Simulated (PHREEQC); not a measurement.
A column of 0.5 m (30 cells, dispersivity 0.025 m, 3600 s a shift, diffusion coefficient 3e-10 m²/s) holds 0.017 eq of the database's cation exchanger X per kg of pore water, first in equilibrium with 0.006 mol KCl, 0.0023 mol SrCl2 and 1e-05 mol HCl per kg of water. It is flushed with 0.0049 mol NH4Cl, 0.0016 mol MgCl2 and 1e-05 mol HCl per kg of water, at 15 °C. Values are for the last cell. CO2 from the air is kept out. No solid was allowed to form.

Base run: PHREEQC, ion-association model, phreeqc.dat. Each further column changes one thing. The table gives K in solution (mol/kgw).

```
pore volumes      base  exchange capacity from 0.017 to 0.0085 eq/kgw  dispersivity from 0.025 to 0.05 m
------------  --------  ---------------------------------------------  ---------------------------------
0              0.00600                                        0.00600                            0.00600
0.4833         0.00599                                        0.00598                            0.00592
1.183          0.00428                                        0.00322                            0.00386
1.883          0.00175                                       0.000696                            0.00177
2.35          0.000765                                       0.000200                           0.000968
2.817         0.000301                                        5.35e-5                           0.000513
3.517          6.80e-5                                        6.94e-6                           0.000193
4.217          1.48e-5                                        8.72e-7                            7.24e-5
4.683          5.33e-6                                        2.17e-7                            3.77e-5
5.15           1.92e-6                                        5.39e-8                            1.96e-5
5.85           4.15e-7                                        6.62e-9                            7.45e-6
6.55           9.02e-8                                       8.09e-10                            2.84e-6
7.017          3.27e-8                                       1.99e-10                            1.50e-6
```
